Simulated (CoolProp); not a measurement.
Saturated liquid density (kg/m³) of R21: the reference equation beside estimates from Tc = 179.6 °C, pc = 5289 kPa, ω = 0.206.

Model: reference Helmholtz-energy equation of state, Platzer 1990, in CoolProp. This equation is an older, rougher fit; its heat capacities, sound speeds and derivatives of the liquid may be far off and weren't checked against measurements.

```csv
T (°C),reference,van der Waals,Redlich-Kwong,Soave-Redlich-Kwong,Peng-Robinson
-9.25,1446,901.6,1330,1358,1532
-5.75,1438,897.0,…,1351,…
-2.25,…,892.3,1314,1343,1516
1.25,1423,887.6,1306,1336,1508
4.75,1415,882.9,1297,1328,1500
8.25,1407,878.0,1289,1321,1492
11.75,1399,873.1,1281,1313,1484
15.25,1391,868.2,1272,1305,1475
18.75,1382,863.2,…,1297,1466
22.25,1374,858.1,1254,1289,1457
```

Problem. What belongs in the gaps?

Solution. 
- -5.75, Redlich-Kwong: 1322
- -5.75, Peng-Robinson: 1524
- -2.25, reference: 1431
- 18.75, Redlich-Kwong: 1263

Absolute difference from the reference over all 10 rows, mean and median: van der Waals 37.6 and 37.6 %, Redlich-Kwong 8.4 and 8.4 %, Soave-Redlich-Kwong 6.1 and 6.1 %, Peng-Robinson 6.0 and 6.0 %.
